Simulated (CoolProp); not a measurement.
Properties of decamethylcyclopentasiloxane (D5) along the isobar 0.717 bar (Tc = 618.3 K, pc = 10.78 bar, ω = 0.631).

The numbers come from the reference Helmholtz-energy equation of state, Thol 2019 in CoolProp.

```json
[
 {"T (K)": "369.9", "phase": "liquid", "Z": "0.009855", "cp (kJ/(kg K))": "1.801", "speed of sound (m/s)": "710.9", "isothermal compressibility (1/MPa)": "0.002612", "fugacity coefficient": "0.02998"},
 {"T (K)": "391.4", "phase": "liquid", "Z": "0.009570", "cp (kJ/(kg K))": "1.835", "speed of sound (m/s)": "651.8", "isothermal compressibility (1/MPa)": "0.003172", "fugacity coefficient": "0.07834"},
 {"T (K)": "412.9", "phase": "liquid", "Z": "0.009333", "cp (kJ/(kg K))": "1.870", "speed of sound (m/s)": "594.5", "isothermal compressibility (1/MPa)": "0.003903", "fugacity coefficient": "0.1778"},
 {"T (K)": "434.4", "phase": "liquid", "Z": "0.009144", "cp (kJ/(kg K))": "1.907", "speed of sound (m/s)": "538.5", "isothermal compressibility (1/MPa)": "0.004884", "fugacity coefficient": "0.3593"},
 {"T (K)": "455.8", "phase": "liquid", "Z": "0.009002", "cp (kJ/(kg K))": "1.945", "speed of sound (m/s)": "483.6", "isothermal compressibility (1/MPa)": "0.006237", "fugacity coefficient": "0.6569"},
 {"T (K)": "477.3", "phase": "gas", "Z": "0.9331", "cp (kJ/(kg K))": "1.715", "speed of sound (m/s)": "97.23", "isothermal compressibility (1/MPa)": "15.02", "fugacity coefficient": "0.9372"},
 {"T (K)": "498.8", "phase": "gas", "Z": "0.9440", "cp (kJ/(kg K))": "1.754", "speed of sound (m/s)": "100.6", "isothermal compressibility (1/MPa)": "14.82", "fugacity coefficient": "0.9468"},
 {"T (K)": "520.3", "phase": "gas", "Z": "0.9526", "cp (kJ/(kg K))": "1.792", "speed of sound (m/s)": "103.6", "isothermal compressibility (1/MPa)": "14.67", "fugacity coefficient": "0.9547"},
 {"T (K)": "541.8", "phase": "gas", "Z": "0.9596", "cp (kJ/(kg K))": "1.829", "speed of sound (m/s)": "106.5", "isothermal compressibility (1/MPa)": "14.55", "fugacity coefficient": "0.9611"}
]
```
